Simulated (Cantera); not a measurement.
**Ignition delay**

Mixture: CO : H2 : CH4 : O2 : N2 = 1 : 0.11 : 0.033 : 1.48 : 5.56 (molar parts), at 1.00 atm, adiabatic and at constant volume. Ignition delay is the time to a rise of 400 K.

Cantera simulation using GRI-Mech 3.0 (53 species, 325 reactions); the numbers are that mechanism's predictions, not measurements. Where the delays flatten at high temperature, the 400 K rule measures the pace of heat release, not the induction time.

```json
[
 {"T0 (K)": "1175", "delay (ms)": "0.204"},
 {"T0 (K)": "1275", "delay (ms)": "0.137"},
 {"T0 (K)": "1375", "delay (ms)": "0.108"},
 {"T0 (K)": "1475", "delay (ms)": "0.0940"},
 {"T0 (K)": "1575", "delay (ms)": "0.0881"},
 {"T0 (K)": "1675", "delay (ms)": "0.0880"},
 {"T0 (K)": "1775", "delay (ms)": "0.0928"},
 {"T0 (K)": "1875", "delay (ms)": "0.102"},
 {"T0 (K)": "1975", "delay (ms)": "0.115"},
 {"T0 (K)": "2075", "delay (ms)": "0.132"}
]
```
